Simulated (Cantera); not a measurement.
A perfectly stirred reactor is fed with H2 : O2 = 0.037 : 1 (molar parts), at 0.0133 bar; it is held at 1275 K, and followed from long to short residence time.

Computed with Cantera and the H2/O2 subset of GRI-Mech 3.0, which has no nitrogen chemistry. Radical loss at walls, strong at low pressure, is not modelled. The temperature is held fixed by assumption; the heat of reaction is taken as removed at once.

One state of this run: x H2 = 7.92e-5; x O2 = 0.961; x H = 0.000122; x O = 0.00260; x H2O = 0.0356. x: mole fraction; the columns are a selection and need not sum to one.

Q: Which value of τ (s) does it belong to?
A) 0.26
B) 0.036
C) 1.9
D) 0.013

A: C, 1.9
